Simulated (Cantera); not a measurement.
A closed system holds: 1 mol Cu₂O, 11 mol CO, 0.77 mol CH₄, equilibrated at 2.20 bar.

Cantera equilibrium calculation (NASA polynomials, part measured and part estimated; ideal gas, pure solids and liquids). Candidate condensed phases: C, C₆H₆, C₇H₈, C₈H₁₈, Cu, CuO, Cu(OH)₂, Cu₂O, H₂O; 113 gas species. The numbers say what is thermodynamically allowed, not how fast it happens.

Task: At 1325 °C, list the 5 most abundant gas species with their mole fractions, and the condensed phases.

Result: CO 0.872, H₂ 0.111, CO₂ 0.0125, H₂O 0.00477, Cu 1.75e-5. Condensed: Cu(l).
